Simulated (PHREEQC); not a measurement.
Consider water at 20 °C with 170 mmol/kgw NH4HSO4. It is in equilibrium with CO2 at log p = -3.4 (atm). Otherwise closed; pH follows from the charge balance.

Model: ion-association model, wateq4f.dat, run in PHREEQC.

This is a speciation only: nothing precipitates in the calculation.

Problem. Predict the pH.

Solution. pH 1.23.

Problem. In which forms is N present?

Solution. NH4+ 85 %, NH4SO4- 15 % of the N.
